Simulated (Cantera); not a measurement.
A Cantera script and what it prints.

```python
import numpy as np
import cantera as ct

gas_names = """
    B BH BH2 BH3 BO BO2 B2 B2O B2O2 B2O3 B3O3H3 H HBO HBO2 HO2 H2 H2O H2O2 H3B3O6 O OH O2 O3
""".split()
cond_names = """
    B(b) B(L) B2O3(L) B3O3H3(cr) H2O(s) H2O(L)
""".split()


# ... load() reads the species with a 1 bar reference pressure and builds the phases ...
atoms = {
    'B': {'B': 1},
    'H2O': {'H': 2, 'O': 1},
}
top_T = {}  # K; cautious upper limits of use, not melting points


# ... equilibrate(T, P, feed) seeds the gas with the atoms and calls Mixture.equilibrate('TP', solver="vcs", rtol=1e-11, max_steps=5000) ...
results = []
feed = {'B': 1, 'H2O': 0.63}  # mol
T = 1175  # K
P = 120  # Pa
mix = equilibrate(T, P, feed)
results.append((T, P, feed, dict(zip(mix.species_names, mix.species_moles))))
x = sorted(zip(gas.X, gas.species_names), reverse=True)
print(f"T = {T:g} K  P = {P:g} Pa  gas = {mix.phase_moles(0):.4g} mol")
print("   x: " + "  ".join(f"{s} {v:.3e}" for v, s in x if v > 1e-05))
print("   condensed (mol): " + ("  ".join(f"{mix.phase(i).name} {mix.phase_moles(i):.4g}"
      for i in range(1, mix.n_phases) if mix.phase_moles(i) > 1e-12) or "none"))
```

Result:

```
T = 1175 K  P = 120 Pa  gas = 0.6303 mol
   x: H2 9.986e-01  HBO 1.097e-03  B3O3H3 2.352e-04  B2O2 2.790e-05  HBO2 1.044e-05
   condensed (mol): B(b) 0.5796  B2O3(L) 0.2096
```

Method: chemical equilibrium by Gibbs-energy minimisation in Cantera with the NASA 1993 tables (ideal gas, pure condensed phases). Mutual solubility and eutectic melting of coexisting phases are not modelled.
